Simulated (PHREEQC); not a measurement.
0.31 g of hydrous ferric oxide (600 m²/g; 0.2 weak and 0.005 strong sites per Fe, Dzombak-Morel constants, diffuse double layer) in 1 kg of water with 0.1 mol/kgw of an inert sodium salt and 0.074 mmol/kgw BaCl2 and 0.09 mmol/kgw NiCl2, at 25 °C; the pH is set by adding NaOH or the inert anion's acid. Oxygen alone is held at its pressure in air (log pO2 = -0.68). CO2 from the air is kept out. No solid was allowed to form.

The series has 17 steps of pH, from 3 to 11.

The numbers come from PHREEQC with the ion-association model, wateq4f.dat.

Question: Near which pH is half of the Ba sorbed, and on which side is more sorbed?

Answer: Near pH 9.9, with more sorbed at higher pH.

Question: Near which pH is half of the Ni sorbed, and on which side is more sorbed?

Answer: Near pH 7.0, with more sorbed at higher pH.

Question: At which pH does the surface charge pass through zero?

Answer: Near pH 8.4.

Along this series the solution becomes supersaturated in solids that the run did not let form, among them Ni(OH)2. Complexes and solids missing from the database can't appear. The oxide is taken as insoluble; below pH 4 it would dissolve.
